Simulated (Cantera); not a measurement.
A perfectly stirred reactor is fed with NH3 : H2 = 1 : 0.12 (molar parts), at 100.0 Torr; it is held at 1850 K, and followed from long to short residence time.

Cantera simulation using the gas-phase N/H chemistry of the illustrative SiF4/NH3 mechanism in the Surface Chemkin manual (1991); the numbers are that mechanism's predictions, not measurements. Walls and surfaces, which speed up NH3 decomposition in real reactors, are not modelled.

x: mole fraction; the columns are a selection and need not sum to one.

```tsv
τ (s)	x NH3	x H2	x N2	x NH	x N2H4	x N2H2	x H
0.91	0.438	0.441	0.120	4.37e-6	2.99e-8	(withheld)	0.000132
0.34	0.640	0.293	0.0666	4.67e-6	4.91e-8	(withheld)	7.72e-5
0.13	0.776	0.193	0.0308	4.65e-6	6.35e-8	(withheld)	4.79e-5
0.047	0.847	0.141	0.0119	4.50e-6	7.12e-8	3.73e-6	3.39e-5
0.017	0.876	0.119	0.00425	4.27e-6	7.21e-8	3.78e-6	2.80e-5
0.0064	0.887	0.111	0.00142	3.85e-6	6.60e-8	(withheld)	2.47e-5
0.0024	0.891	0.108	0.000372	2.94e-6	4.91e-8	(withheld)	2.07e-5
0.00089	0.892	0.107	5.03e-5	1.36e-6	2.11e-8	(withheld)	1.34e-5
0.00033	0.893	0.107	2.58e-6	2.82e-7	4.06e-9	(withheld)	5.92e-6
```

Task: Fill in the missing entries.

Result: 
- 0.91, x N2H2: 1.40e-6
- 0.34, x N2H2: 2.42e-6
- 0.13, x N2H2: 3.27e-6
- 0.0064, x N2H2: 3.42e-6
- 0.0024, x N2H2: 2.45e-6
- 0.00089, x N2H2: 9.46e-7
- 0.00033, x N2H2: 1.53e-7
